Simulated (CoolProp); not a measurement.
Vapour-liquid equilibrium of isopentane (1) + toluene (2) at 13.1 kPa; x and y are mole fractions of (1).

Values from CoolProp's multi-fluid Helmholtz-energy mixture model, Lemmon 2006 and Lemmon 2006; pair parameters Bell 2016.

Q: Give the bubble temperature and the first vapour's composition at x = 0.05, 0.2, 0.5. Is there an azeotrope?

A: x = 0.05: 305.0 K, y = 0.609; x = 0.2: 277.6 K, y = 0.926; x = 0.5: 261.5 K, y = 0.982. No azeotrope shows between x = 0.05 and 0.95.

Pair parameters are fitted to limited data, so mixtures are less certain than the pure fluids.
